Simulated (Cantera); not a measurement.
A closed system holds: 1 mol Si, 0.072 mol O2, 82 mol H2, at 13.3 mbar.

Equilibrium computed with Cantera from the NASA thermochemical tables; the gas is ideal and each condensed phase is pure. Candidate condensed phases: H2O, Si, SiO2; 18 gas species. Mutual solubility and eutectic melting of coexisting phases are not modelled. The tables hold silica as quartz up to 1696 K and as liquid above; real silica turns to tridymite and cristobalite and melts near 1996 K. Gases not in the tables: Si2H6 and higher silanes. Rates play no part.

Which condensed phases are stable at each of these points (T (°C)): 1050, 1150, 1250, 1350, 1450, 1550, 1650?


```tsv
T (°C)	condensed phases	Si condensed (%)
1050	Si(s) + SiO2(β-quartz)	91.9
1150	Si(s)	85.6
1250	Si(s)	85.6
1350	Si(s)	85.4
1450	Si(l)	84.7
1550	Si(l)	82.2
1650	Si(l)	73.3
```

At 1050 °C the condensed part is Si(s) + SiO2(β-quartz). From 1150 °C to 1350 °C the condensed part is Si(s). From 1450 °C to 1650 °C the condensed part is Si(l).
